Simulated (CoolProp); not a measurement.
A single-stage vapour-compression cycle with methanol: evaporating at 319.15 K (dew point), condensing at 388.15 K (bubble point), superheat 0 K, subcooling 5 K, compressor efficiency 0.8, no pressure losses. Each further row changes one setting.

Values from CoolProp's reference Helmholtz-energy equation of state, de Reuck 1993.

```json
[
 {"case": "as stated", "cooling COP": "3.15", "pressure ratio": "11.9", "discharge temperature (K)": "494.8", "refrigerating effect (kJ/kg)": "945", "volumetric capacity (kJ/m³)": "554"},
 {"case": "evaporating temperature 324.15 K", "cooling COP": "3.50", "pressure ratio": "9.56", "discharge temperature (K)": "482.6", "refrigerating effect (kJ/kg)": "950", "volumetric capacity (kJ/m³)": "685"},
 {"case": "condensing temperature 383.15 K", "cooling COP": "3.44", "pressure ratio": "10.3", "discharge temperature (K)": "483.0", "refrigerating effect (kJ/kg)": "962", "volumetric capacity (kJ/m³)": "563"},
 {"case": "subcooling 10 K", "cooling COP": "3.20", "pressure ratio": "11.9", "discharge temperature (K)": "494.8", "refrigerating effect (kJ/kg)": "962", "volumetric capacity (kJ/m³)": "563"},
 {"case": "superheat 10 K", "cooling COP": "3.07", "pressure ratio": "11.9", "discharge temperature (K)": "518.0", "refrigerating effect (kJ/kg)": "975", "volumetric capacity (kJ/m³)": "545"},
 {"case": "compressor efficiency 0.7", "cooling COP": "2.75", "pressure ratio": "11.9", "discharge temperature (K)": "516.2", "refrigerating effect (kJ/kg)": "945", "volumetric capacity (kJ/m³)": "554"}
]
```
